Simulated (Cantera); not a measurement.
An isothermal, constant-pressure homogeneous reactor starts with 61.3 % C₂H₆, 38.7 % N₂, at 1975 K and 0.00750 atm.

Model: GRI-Mech 3.0 (53 species, 325 reactions), integrated in Cantera. GRI-Mech 3.0 stops at C3 and has no aromatics, soot or wall deposition, so with more carbon than oxygen in the feed, carbon stays in small species such as C2H2 where larger ones or solid carbon would form. Radical loss at walls, strong at low pressure, is not modelled.

x: mole fraction; the columns are a selection and need not sum to one.

| t (s) | x C₂H₆ | x C₂H | x HCN | x C₂H₂ | x CH₃ | x CH₄ | x H₂ |
|---|---|---|---|---|---|---|---|
| 0.000900 | 0.000208 | 5.11e-5 | 4.74e-6 | 0.215 | 0.0296 | 0.117 | 0.401 |
| 0.00262 | 6.23e-5 | 3.27e-5 | 5.29e-6 | 0.244 | 0.0134 | 0.0919 | 0.448 |
| 0.00765 | 2.26e-5 | 2.60e-5 | 5.88e-6 | 0.256 | 0.00740 | 0.0657 | 0.480 |
| 0.0223 | ? | 2.63e-5 | ? | 0.265 | ? | ? | 0.510 |
| 0.0651 | 1.32e-6 | 3.31e-5 | 9.73e-6 | 0.271 | 0.00193 | 0.0138 | 0.533 |
| 0.190 | 7.03e-8 | 5.41e-5 | 1.82e-5 | 0.274 | 0.000551 | 0.00243 | 0.543 |
| 0.553 | 8.35e-10 | 9.19e-5 | 3.77e-5 | 0.274 | 7.95e-5 | 0.000206 | 0.542 |
| 1.61 | 3.52e-11 | 0.000101 | 5.46e-5 | 0.274 | 1.64e-5 | 3.87e-5 | 0.542 |
| 4.70 | 1.68e-11 | 0.000101 | ? | 0.274 | 1.07e-5 | 2.52e-5 | 0.542 |
| 13.7 | 1.66e-11 | 0.000101 | 0.000123 | 0.274 | 1.06e-5 | 2.50e-5 | 0.542 |
| 40.0 | 1.67e-11 | 0.000101 | 0.000266 | 0.274 | 1.07e-5 | 2.51e-5 | 0.542 |

Question: Some entries are withheld; supply them.

Answer: 
- 0.0223, x C₂H₆: 7.40e-6
- 0.0223, x HCN: 6.96e-6
- 0.0223, x CH₃: 0.00422
- 0.0223, x CH₄: 0.0376
- 4.70, x HCN: 7.37e-5
